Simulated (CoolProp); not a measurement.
Properties of dimethyl carbonate along the isobar 1.01 bar (Tc = 283.9 °C, pc = 49.09 bar, ω = 0.346).

Computed with CoolProp (reference Helmholtz-energy equation of state, Zhou 2011).

| T (°C) | phase | density (kg/m³) | cp (kJ/(kg K)) | cv (kJ/(kg K)) | speed of sound (m/s) | expansivity (1/kK) | fugacity coefficient |
|---|---|---|---|---|---|---|---|
| 93.85 | gas | 3.067 | 1.378 | 1.273 | 186.1 | 2.993 | 0.9729 |
| 118.45 | gas | 2.858 | 1.436 | 1.333 | 192.8 | 2.750 | 0.9781 |
| 143.05 | gas | 2.678 | 1.494 | 1.393 | 199.2 | 2.550 | 0.9820 |
| 167.65 | gas | 2.521 | 1.550 | 1.452 | 205.3 | 2.382 | 0.9851 |
| 192.25 | gas | 2.381 | 1.606 | 1.508 | 211.1 | 2.238 | 0.9874 |
| 216.95 | gas | 2.257 | 1.659 | 1.562 | 216.8 | 2.112 | 0.9893 |
| 241.55 | gas | 2.146 | 1.709 | 1.613 | 222.3 | 2.001 | 0.9909 |
| 266.15 | gas | 2.045 | 1.757 | 1.661 | 227.6 | 1.902 | 0.9921 |
